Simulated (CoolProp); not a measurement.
A closed Brayton cycle with carbon dioxide: compressor inlet 325.15 K and 9.3 MPa, high pressure 29.7 MPa, turbine inlet 695 K, compressor efficiency 0.8, turbine efficiency 0.9, recuperator effectiveness 0.8 (on enthalpy, no pinch check). Each further row changes one setting.

Values from CoolProp's reference Helmholtz-energy equation of state, Span 1996.

| case | thermal efficiency (%) | net work (kJ/kg) | compressor to turbine work | compressor exit (K) | turbine exit (K) |
|---|---|---|---|---|---|
| as stated | 24.8 | 61.8 | 0.49 | 414.9 | 568.9 |
| turbine inlet 645 K | 22.1 | 50.3 | 0.55 | 414.9 | 523.5 |
| compressor inlet 335.15 K | 22.4 | 52.1 | 0.57 | 436.9 | 568.9 |
| high pressure 25.2 MPa | 24.3 | 57.3 | 0.46 | 401.7 | 586.3 |
| recuperator effectiveness 0.5 | 20.4 | 61.8 | 0.49 | 414.9 | 568.9 |
